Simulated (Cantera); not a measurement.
An isothermal, constant-pressure homogeneous reactor starts with 71.9 % NH₃, 28.1 % N₂, at 1750 K and 0.0220 bar.

Detailed kinetics in Cantera: the gas-phase N/H chemistry of the illustrative SiF4/NH3 mechanism in the Surface Chemkin manual (1991). Walls and surfaces, which speed up NH3 decomposition in real reactors, are not modelled.

Problem. Predict: x(NH₃) at 40.0 s; x(H) at 40.0 s; x(NH) at 40.0 s; x(N₂) at 40.0 s; x(H₂) at 40.0 s; x(N) at 40.0 s.

Solution. 
| Quantity | Value |
|---|---|
| x(NH₃) at 40.0 s | 0.0558 (gas-phase equilibrium 2.14e-7) |
| x(H) at 40.0 s | 0.000254 (gas-phase equilibrium 0.00125) |
| x(NH) at 40.0 s | 1.47e-6 (gas-phase equilibrium 1.18e-10) |
| x(N₂) at 40.0 s | 0.366 (gas-phase equilibrium 0.372) |
| x(H₂) at 40.0 s | 0.578 (gas-phase equilibrium 0.626) |
| x(N) at 40.0 s | 1.62e-7 (gas-phase equilibrium 6.00e-11) |
